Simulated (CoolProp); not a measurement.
Vapour-liquid equilibrium of propylene (1) + R22 (2) at -55.35 °C; x and y are mole fractions of (1).

Values from CoolProp's multi-fluid Helmholtz-energy mixture model, Lemmon 2013 and Kamei 1995; pair parameters Bell 2016.

Give the bubble pressure and the first vapour's composition at x = 0.25, 0.65, 0.85. Is there an azeotrope?

x = 0.25: 0.6022 bar, y = 0.374; x = 0.65: 0.6896 bar, y = 0.699; x = 0.85: 0.7051 bar, y = 0.856. y crosses x between x = 0.85 and 0.95: the model has an azeotrope there.

Pair parameters are fitted to limited data, so mixtures are less certain than the pure fluids.
